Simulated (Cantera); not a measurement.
Input: 1 mol HMDSO, 3.2 mol H₂O, 84 mol H₂, 0.42 mol N₂O, held at 0.120 Torr.

Equilibrium computed with Cantera from the NASA thermochemical tables; the gas is ideal and each condensed phase is pure. Candidate condensed phases: C, C₆H₆, C₇H₈, C₈H₁₈, H₂O, Si, SiC, SiO₂, Si₂N₂O, Si₃N₄; 151 gas species. The feed counts by its element totals alone. Mutual solubility and eutectic melting of coexisting phases are not modelled. Rates play no part.

Problem. What share of the Si ends up in condensed phases as a function of T (K), at 1073, 1173, 1273, 1373, 1473, 1573, 1673, 1773, 1873?

Solution. 
```
T (K)  Si condensed (%)                          as
-----  ----------------  --------------------------
1073              100.0  SiO₂(β-quartz) + Si₂N₂O(s)
1173               99.9          SiC(s) + Si₂N₂O(s)
1273               97.6          SiC(s) + Si₂N₂O(s)
1373               84.5                      SiC(s)
1473               84.5                      SiC(s)
1573               84.4                      SiC(s)
1673               84.0                      SiC(s)
1773               81.6                      SiC(s)
1873               72.9                      SiC(s)
```
